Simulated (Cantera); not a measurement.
A closed system holds: 1 mol trisilylamine, a varied amount of N2, 2.7 mol H2, equilibrated at 1525 K and 76000 Pa.

Method: chemical equilibrium by Gibbs-energy minimisation in Cantera with the NASA 1993 tables (ideal gas, pure condensed phases). Candidate condensed phases: Si, Si3N4; 18 gas species. The feed counts by its element totals alone. Mutual solubility and eutectic melting of coexisting phases are not modelled. The numbers say what is thermodynamically allowed, not how fast it happens.

Problem. Which condensed phases are stable at each of these points (n(N2) (mol)): 1, 1.2, 1.4, 1.7, 2, 2.3, 2.8, 3.3, 3.9, 4.6, 5.4, 6.5, 7.6?

Solution. 
| n(N2) (mol) | condensed phases | Si condensed (%) |
|---|---|---|
| 1 | Si(s) + Si3N4(s) | 100.0 |
| 1.2 | Si(s) + Si3N4(s) | 100.0 |
| 1.4 | Si(s) + Si3N4(s) | 100.0 |
| 1.7 | Si3N4(s) | 100.0 |
| 2 | Si3N4(s) | 100.0 |
| 2.3 | Si3N4(s) | 100.0 |
| 2.8 | Si3N4(s) | 100.0 |
| 3.3 | Si3N4(s) | 100.0 |
| 3.9 | Si3N4(s) | 100.0 |
| 4.6 | Si3N4(s) | 100.0 |
| 5.4 | Si3N4(s) | 100.0 |
| 6.5 | Si3N4(s) | 100.0 |
| 7.6 | Si3N4(s) | 100.0 |

From 1 mol N2 to 1.4 mol N2 the condensed part is Si(s) + Si3N4(s). From 1.7 mol N2 to 7.6 mol N2 the condensed part is Si3N4(s).
